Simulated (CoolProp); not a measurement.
R142b at 318.5 K and 0.195 MPa flows at 1.5 m/s in a round tube of 1 mm bore and 15 µm roughness, fully developed (64/Re and Nu = 3.66 if laminar; Colebrook and Gnielinski if turbulent). Each further row changes one setting.

Computed with CoolProp (reference Helmholtz-energy equation of state, Lemmon 2006). It is a short technical equation, of lower accuracy than the large ones.

```csv
case,Reynolds number,Darcy friction factor,pressure drop (Pa/m),heat-transfer coefficient (W/(m² K)),mass flow (kg/h)
as stated,1050,0.0611,530,46.2,0.0327
velocity 3 m/s,2100,0.0305,1060,46.2,0.0654
diameter 2 mm,2100,0.0305,132,23.1,0.131
```

Viscosity comes from a separate model (Huber 2003), an estimate that may be off by 10 % or more. Thermal conductivity comes from a separate model (Huber 2003), an estimate that may be off by 10 % or more.
